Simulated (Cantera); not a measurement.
## Thermodynamics of chlorosilane synthesis and conversion, feed SiCl4 + HCl + H2 + Cl2

Input: 1 mol SiCl4, 3 mol HCl, 15 mol H2, 2.5 mol Cl2, at 0.100 bar.

Equilibrium computed with Cantera from the NASA thermochemical tables; the gas is ideal and each condensed phase is pure. Candidate condensed phases: Si; 19 gas species. The tables' values for SiCl3 are old estimates; treat these amounts as uncertain. The numbers say what is thermodynamically allowed, not how fast it happens.

From 352 °C to 952 °C nothing is condensed. The main Si-bearing gas is SiCl4 throughout.

| T (°C) | log p H2 | log p HCl | log p SiCl4 | log p SiHCl3 | log p SiCl3 |
|---|---|---|---|---|---|
| 352 | -1.24 | -1.43 | -2.33 | -6.45 | -10.96 |
| 452 | -1.24 | -1.43 | -2.33 | -5.65 | -8.92 |
| 552 | -1.24 | -1.43 | -2.33 | -5.05 | -7.38 |
| 652 | -1.24 | -1.43 | -2.33 | -4.58 | -6.18 |
| 752 | -1.24 | -1.43 | -2.34 | -4.21 | -5.22 |
| 852 | -1.24 | -1.43 | -2.35 | -3.92 | -4.44 |
| 952 | -1.24 | -1.42 | -2.37 | -3.69 | -3.81 |
log p: log10 of the partial pressure in bar; nothing condenses.
